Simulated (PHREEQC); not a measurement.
A solution holds 4.6 mmol/kgw H3BO3 and 12 mmol/kgw KOH, at 25 °C. Closed to the air; pH follows from the charge balance.

All values are PHREEQC results (ion-association model, wateq4f.dat), not measurements.

| quantity | before | after |
|---|---|---|
| pH | 11.82 | 10.85 |
| ionic strength (mol/kgw) | 0.0120 | 0.0120 |

### Question
What was changed between the two runs?
A) 0.00034 mol/kgw H3AsO4 added
B) H3BO3 left out
C) temperature from 25 to 60 °C
D) KOH left out
E) H3BO3 from 0.0046 to 0.023 mol/kgw

### Answer
C, temperature from 25 to 60 °C

Precipitation was switched off in this run. Away from 25 °C the constants follow the database's enthalpies or fits; those with neither stay at their 25 °C values.
